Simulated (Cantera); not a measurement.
Charge: 1 mol CF4, 8.6 mol H2, at 2577 °C and 10.0 Torr.

Equilibrium computed with Cantera from the NASA thermochemical tables; the gas is ideal and each condensed phase is pure. Candidate condensed phases: C, C6H6, C7H8, C8H18; 95 gas species. Rates play no part.

Base state: H 0.429, HF 0.291, H2 0.259, C2H2 (acetylene) 0.0102, C3 0.00433, C2H 0.00231, F 0.00224, C 0.000846 (mole fractions); condensed: C(graphite).

Problem. What changes in the equilibrium state with this change: CF4 replaced by C2F6?

Solution. 
| species | before | after |
|---|---|---|
| HF | 0.291 | 0.412 |
| H | 0.429 | 0.372 |
| H2 | 0.259 | 0.196 |
| C2H2 (acetylene) | 0.0102 | 0.00769 |
| F | 0.00224 | 0.00365 |
| CF | 0.000186 | 0.000304 |
| C4H2 | 0.000167 | 0.000126 |
| C2H2 (vinylidene) | 2.23e-5 | 1.68e-5 |
| CH | 2.90e-5 | 2.52e-5 |
| C(graphite), mol | 0.442 | 1.49 |
The feed counts by its element totals alone.

Problem. What changes in the equilibrium state with this change: temperature from 2577 °C to 700 °C?

Solution. 
| species | before | after |
|---|---|---|
| H2 | 0.259 | 0.622 |
| HF | 0.291 | 0.378 |
| CH4 | 8.27e-8 | 0.000661 |
| H | 0.429 | 7.41e-9 |
| C2H2 (acetylene) | 0.0102 | <1e-9 |
| C3 | 0.00433 | <1e-9 |
| C2H | 0.00231 | <1e-9 |
| F | 0.00224 | <1e-9 |
| C | 0.000846 | <1e-9 |
| C2 | 0.000427 | <1e-9 |
| C(graphite), mol | 0.442 | 0.993 |

Problem. What changes in the equilibrium state with this change: pressure from 10.0 Torr to 0.285 Torr?

Solution. 
```csv
species,before,after
H,0.429,0.727
HF,0.291,0.192
F,0.00224,0.0306
H2,0.259,0.0212
C2H2 (acetylene),0.0102,0.000151
C,0.000846,0.0126
C3,0.00433,0.0117
C4H2,0.000167,4.45e-7
C2H2 (vinylidene),2.23e-5,3.30e-7
C2,0.000427,0.00271
CF,0.000186,0.00108
"C(graphite), mol",0.442,0
```
